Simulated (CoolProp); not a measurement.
Dry air at 385.83 K and 2.61 MPa flows at 6.8 m/s in a round tube of 1 mm bore and 45 µm roughness, fully developed (64/Re and Nu = 3.66 if laminar; Colebrook and Gnielinski if turbulent). Each further row changes one setting.

The numbers come from the reference Helmholtz-energy equation of state, Lemmon 2000 in CoolProp. It is a pseudo-pure fit of the blend.

```
case               Reynolds number  Darcy friction factor  pressure drop (Pa/m)  heat-transfer coefficient (W/(m² K))  mass flow (kg/h)
-----------------  ---------------  ---------------------  --------------------  ------------------------------------  ----------------
as stated                     7000                 0.0715                 38800                                  1670             0.451
velocity 13.6 m/s            14000                 0.0699                152000                                  3530             0.902
diameter 2 mm                14000                 0.0534                 14500                                  1300              1.80
```

Viscosity comes from a separate model (Lemmon 2004). Thermal conductivity comes from a separate model (Lemmon 2004).
